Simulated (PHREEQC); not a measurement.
A made-up water analysis in mg/kgw, 30 °C, pH 3.46, pe 11.7: Na 239; K 0.93; Ca 360; Mg 37.4; Cl 242; S(6) as SO4 1250; Zn 2.11.

Valence states are taken as typed.

Computed with PHREEQC (ion-association model, phreeqc.dat).

Problem. The ionic strength comes out as 0.0425 mol/kgw. What activity coefficients do H+, Mg+2, NaSO4-, Ca+2, K+ get?

Solution. H+ 0.86, Mg+2 0.50, NaSO4- 0.84, Ca+2 0.49, K+ 0.82.

This is a speciation only: nothing precipitates in the calculation. Complexes and solids missing from the database can't appear.
